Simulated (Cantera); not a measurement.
Cantera run:

```python
import numpy as np
import cantera as ct

gas_names = """
    Mg MgN MgO Mg2 N NO NO2 NO3 N2 N2O O O2 O3 Si SiN SiO SiO2 Si2 Si2N Si3
""".split()
cond_names = """
    Mg(cr) Mg(L) MgO(s) MgO(L) MgSiO3(I) MgSiO3(II) MgSiO3(III) MgSiO3(L) Mg2SiO4(s) Mg2SiO4(L) Si(cr)
    Si(L) SiO2(Lqz) SiO2(hqz) SiO2(L) Si2N2O(s) Si3N4(a)
""".split()


def load(file, names, dense=False):
    # The tables refer to 1 bar. Condensed volumes are neglected.
    table = {s.name: s for s in ct.Species.list_from_file(file)}
    out = []
    for n in names:
        d = dict(table[n].input_data)
        d["thermo"] = dict(d["thermo"], **{"reference-pressure": 1e5})
        if dense:
            d["equation-of-state"] = {"model": "constant-volume", "density": "1e6 g/cm^3"}
        out.append(ct.Species.from_dict(d))
    return out


gas = ct.Solution(thermo="ideal-gas", species=load("nasa_gas.yaml", gas_names))
cond = {s.name: ct.Solution(thermo="fixed-stoichiometry", species=[s], name=s.name)
        for s in load("nasa_condensed.yaml", cond_names, dense=True)}
atoms = {
    'SiO2': {'Si': 1, 'O': 2},
    'MgO': {'Mg': 1, 'O': 1},
    'N2': {'N': 2},
}
top_T = {'Si2N2O(s)': 2100, 'Si3N4(a)': 2400}  # K; cautious upper limits of use, not melting points


def equilibrate(T, P, feed):
    n = {}
    for name, mol in feed.items():
        for a, k in atoms[name].items():
            n[a] = n.get(a, 0.0) + k * mol
    gas.TPX = T, P, n
    mass = sum(n.values()) * gas.mean_molecular_weight
    gas.equilibrate("TP")
    valid = [c for c in cond.values() if c.min_temp <= T <= top_T.get(c.name, c.max_temp)]
    mix = ct.Mixture([(gas, mass / gas.mean_molecular_weight)] + [(c, 0.0) for c in valid])
    mix.T, mix.P = T, P
    mix.equilibrate("TP", solver="vcs", rtol=1e-11, max_steps=5000)
    return mix


results = []
T = 1223.15  # K
P = 100000  # Pa
for m in [0.11, 0.28, 0.45, 0.61, 0.78, 0.95, 1.1, 1.3]:
    feed = {'SiO2': 1, 'MgO': m, 'N2': 9.7}  # mol
    mix = equilibrate(T, P, feed)
    results.append((T, P, feed, dict(zip(mix.species_names, mix.species_moles))))
    x = sorted(zip(gas.X, gas.species_names), reverse=True)
    print(f"T = {T:g} K  P = {P:g} Pa  n(MgO) = {m:g} mol  gas = {mix.phase_moles(0):.4g} mol")
    print("   x: " + "  ".join(f"{s} {v:.3e}" for v, s in x if v > 1e-06))
    print("   condensed (mol): " + ("  ".join(f"{mix.phase(i).name} {mix.phase_moles(i):.4g}"
          for i in range(1, mix.n_phases) if mix.phase_moles(i) > 1e-12) or "none"))
```

It prints:

```
T = 1223.15 K  P = 100000 Pa  n(MgO) = 0.11 mol  gas = 9.7 mol
   x: N2 1.000e+00
   condensed (mol): MgSiO3(II) 0.11  SiO2(hqz) 0.89
T = 1223.15 K  P = 100000 Pa  n(MgO) = 0.28 mol  gas = 9.7 mol
   x: N2 1.000e+00
   condensed (mol): MgSiO3(II) 0.28  SiO2(hqz) 0.72
T = 1223.15 K  P = 100000 Pa  n(MgO) = 0.45 mol  gas = 9.7 mol
   x: N2 1.000e+00
   condensed (mol): MgSiO3(II) 0.45  SiO2(hqz) 0.55
T = 1223.15 K  P = 100000 Pa  n(MgO) = 0.61 mol  gas = 9.7 mol
   x: N2 1.000e+00
   condensed (mol): MgSiO3(II) 0.61  SiO2(hqz) 0.39
T = 1223.15 K  P = 100000 Pa  n(MgO) = 0.78 mol  gas = 9.7 mol
   x: N2 1.000e+00
   condensed (mol): MgSiO3(II) 0.78  SiO2(hqz) 0.22
T = 1223.15 K  P = 100000 Pa  n(MgO) = 0.95 mol  gas = 9.7 mol
   x: N2 1.000e+00
   condensed (mol): MgSiO3(II) 0.95  SiO2(hqz) 0.05
T = 1223.15 K  P = 100000 Pa  n(MgO) = 1.1 mol  gas = 9.7 mol
   x: N2 1.000e+00
   condensed (mol): MgSiO3(II) 0.9  Mg2SiO4(s) 0.1
T = 1223.15 K  P = 100000 Pa  n(MgO) = 1.3 mol  gas = 9.7 mol
   x: N2 1.000e+00
   condensed (mol): MgSiO3(II) 0.7  Mg2SiO4(s) 0.3
```

Method: chemical equilibrium by Gibbs-energy minimisation in Cantera with the NASA 1993 tables (ideal gas, pure condensed phases). Mutual solubility and eutectic melting of coexisting phases are not modelled. The tables hold silica as quartz up to 1696 K and as liquid above; real silica turns to tridymite and cristobalite and melts near 1996 K. Condensed phases not in the tables: alloys, solid solutions and most ternary compounds.
